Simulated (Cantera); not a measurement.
# NH₃ + O₂ + H₂ (abatement and gas-phase synthesis)

Feed: 1 mol NH₃, 0.39 mol O₂, a varied amount of H₂, at 2275 K and 0.000700 bar.

These are equilibrium values from Cantera (NASA tables, ideal gas, pure condensed phases), not measurements of a reactor. Candidate condensed phases: H₂O; 24 gas species. Kinetics and transport are ignored.

From 0.053 mol H₂ to 2.6 mol H₂ nothing is condensed.

| n(H₂) (mol) | log p H₂ | log p H₂O | log p H | log p N₂ | log p OH | log p O |
|---|---|---|---|---|---|---|
| 0.053 | -3.70 | -3.70 | -3.92 | -3.82 | -4.72 | -5.11 |
| 0.092 | -3.69 | -3.70 | -3.92 | -3.83 | -4.74 | -5.13 |
| 0.16 | -3.67 | -3.71 | -3.91 | -3.84 | -4.76 | -5.15 |
| 0.28 | -3.64 | -3.73 | -3.89 | -3.87 | -4.79 | -5.20 |
| 0.49 | -3.60 | -3.77 | -3.87 | -3.91 | -4.85 | -5.28 |
| 0.86 | -3.55 | -3.82 | -3.85 | -3.97 | -4.93 | -5.39 |
| 1.5 | -3.49 | -3.91 | -3.82 | -4.06 | -5.04 | -5.53 |
| 2.6 | -3.44 | -4.02 | -3.79 | -4.18 | -5.18 | -5.70 |
log p: log10 of the partial pressure in bar; nothing condenses.
